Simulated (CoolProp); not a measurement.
Vapour-liquid equilibrium of hydrogen sulfide (1) + propane (2) at -27.15 °C; x and y are mole fractions of (1).

Model: multi-fluid Helmholtz-energy mixture model, Lemmon 2006 and Lemmon 2009; pair parameters Kunz 2012, in CoolProp.

```csv
x,"bubble pressure, mixture model (bar)","bubble pressure, Raoult's law (bar)","y, mixture model","y, Raoult's law"
0.05,2.394,1.993,0.242,0.106
0.2,3.450,2.347,0.527,0.361
0.35,4.016,2.701,0.634,0.549
0.5,4.320,3.055,0.695,0.693
0.65,4.483,3.409,0.743,0.808
0.8,4.548,3.763,0.801,0.900
0.95,4.407,4.117,0.920,0.977
```

The largest gap from Raoult's law is +48.7 % in bubble pressure, at x = 0.35. y crosses x between x = 0.8 and 0.95: the model has an azeotrope there.

The pair parameters rest on a limited set of measurements; away from them the model extrapolates.
